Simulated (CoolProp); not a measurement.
Vapour-liquid equilibrium of CH2F2 (R32) (1) + R152A (2) at 0.838 MPa; x and y are mole fractions of (1).

Values from CoolProp's multi-fluid Helmholtz-energy mixture model, Tillner-Roth 1997 and Outcalt 1996; pair parameters Bell 2016.

### Question
Give the bubble temperature and the first vapour's composition at x = 0.5, 0.8, 0.95. Is there an azeotrope?

### Answer
x = 0.5: 14.7 °C, y = 0.707; x = 0.8: 5.8 °C, y = 0.907; x = 0.95: 2.1 °C, y = 0.979. No azeotrope shows between x = 0.05 and 0.95.

Pair parameters are fitted to limited data, so mixtures are less certain than the pure fluids.
